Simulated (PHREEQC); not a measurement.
Make-up at 72 °C: 0.059 mol HF, 0.022 mol NH4HF2 and 0.16 mol H2SO4 per kg of water. Closed to the air; pH follows from the charge balance.

Equilibrium calculation in PHREEQC: ion-association model, phreeqc.dat.

```json
[
 {"quantity": "pH", "before": "0.93", "after": "0.92"},
 {"quantity": "HSO4- (mol/kgw)", "before": "0.149", "after": "0.149"},
 {"quantity": "SO4-2 (mol/kgw)", "before": "0.0106", "after": "0.0105"},
 {"quantity": "F- (mol/kgw)", "before": "0.000348", "after": "0.00112"},
 {"quantity": "HF2- (mol/kgw)", "before": "0.000154", "after": "0.00163"}
]
```

Problem. Name the change that produced these shifts.
A. HF left out
B. 0.046 mol/kgw NaOH added
C. HF from 0.059 to 0.295 mol/kgw
D. diluted 100-fold with water
E. NH4HF2 left out

Solution. C, HF from 0.059 to 0.295 mol/kgw

No solid was allowed to form. Constants without temperature data keep their 25 °C values here.
